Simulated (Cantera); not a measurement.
What does this Cantera script print?

```python
import numpy as np
import cantera as ct

gas_names = """
    B BCL BCL2 BCL3 B2 CL CL2
""".split()
cond_names = """
    B(b) B(L)
""".split()


# ... load() reads the species with a 1 bar reference pressure and builds the phases ...
atoms = {
    'B': {'B': 1},
    'Cl2': {'CL': 2},
}
top_T = {}  # K; cautious upper limits of use, not melting points


# ... equilibrate(T, P, feed) seeds the gas with the atoms and calls Mixture.equilibrate('TP', solver="vcs", rtol=1e-11, max_steps=5000) ...
results = []
feed = {'B': 1, 'Cl2': 0.013}  # mol
P = 10000  # Pa
for T in [925, 1025, 1125, 1225, 1325, 1425, 1525]:
    mix = equilibrate(T, P, feed)
    results.append((T, P, feed, dict(zip(mix.species_names, mix.species_moles))))
    x = sorted(zip(gas.X, gas.species_names), reverse=True)
    print(f"T = {T:g} K  P = {P:g} Pa  gas = {mix.phase_moles(0):.4g} mol")
    print("   x: " + "  ".join(f"{s} {v:.3e}" for v, s in x if v > 1e-05))
    print("   condensed (mol): " + ("  ".join(f"{mix.phase(i).name} {mix.phase_moles(i):.4g}"
          for i in range(1, mix.n_phases) if mix.phase_moles(i) > 1e-12) or "none"))
```

Output:

```
T = 925 K  P = 10000 Pa  gas = 0.008667 mol
   x: BCL3 1.000e+00
   condensed (mol): B(b) 0.9913
T = 1025 K  P = 10000 Pa  gas = 0.008667 mol
   x: BCL3 1.000e+00
   condensed (mol): B(b) 0.9913
T = 1125 K  P = 10000 Pa  gas = 0.008667 mol
   x: BCL3 1.000e+00  BCL2 3.596e-05
   condensed (mol): B(b) 0.9913
T = 1225 K  P = 10000 Pa  gas = 0.008667 mol
   x: BCL3 9.998e-01  BCL2 1.832e-04
   condensed (mol): B(b) 0.9913
T = 1325 K  P = 10000 Pa  gas = 0.008669 mol
   x: BCL3 9.992e-01  BCL2 7.265e-04  BCL 4.069e-05
   condensed (mol): B(b) 0.9913
T = 1425 K  P = 10000 Pa  gas = 0.008675 mol
   x: BCL3 9.974e-01  BCL2 2.364e-03  BCL 2.282e-04  CL 1.449e-05
   condensed (mol): B(b) 0.9913
T = 1525 K  P = 10000 Pa  gas = 0.008692 mol
   x: BCL3 9.924e-01  BCL2 6.554e-03  BCL 1.015e-03  CL 6.118e-05
   condensed (mol): B(b) 0.9913
```

These are equilibrium values from Cantera (NASA tables, ideal gas, pure condensed phases), not measurements of a reactor. The tables' values for BCl2, BCl are old estimates; treat these amounts as uncertain.
